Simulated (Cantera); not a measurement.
A perfectly stirred reactor is fed with 100 % N2O, at 0.671 atm; it is held at 1100 K, and followed from long to short residence time.

Detailed kinetics in Cantera: GRI-Mech 3.0 (53 species, 325 reactions). GRI-Mech 3.0 was tuned for natural gas; its chemistry of N2O as a main component is partial and can be far from experiment. The mechanism lacks the step 2 NO + O2 → 2 NO2, which can matter for NO2 below about 1400 K. The temperature is held fixed by assumption; the heat of reaction is taken as removed at once.

Predict: x(N2O) at τ = 4.80 s; x(NO2) at τ = 4.80 s; x(N2) at τ = 4.80 s; x(NO) at τ = 4.80 s; x(O2) at τ = 4.80 s; x(N2O) at τ = 28.0 ms; x(NO2) at τ = 28.0 ms; x(N2) at τ = 28.0 ms; x(NO) at τ = 28.0 ms; x(O2) at τ = 28.0 ms.


* **x(N2O) at τ = 4.80 s**: 0.743
* **x(NO2) at τ = 4.80 s**: 0.000100
* **x(N2) at τ = 4.80 s**: 0.166
* **x(NO) at τ = 4.80 s**: 0.0110
* **x(O2) at τ = 4.80 s**: 0.0801
* **x(N2O) at τ = 28.0 ms**: 0.998
* **x(NO2) at τ = 28.0 ms**: 2.00e-7
* **x(N2) at τ = 28.0 ms**: 0.00137
* **x(NO) at τ = 28.0 ms**: 9.62e-5
* **x(O2) at τ = 28.0 ms**: 0.000658
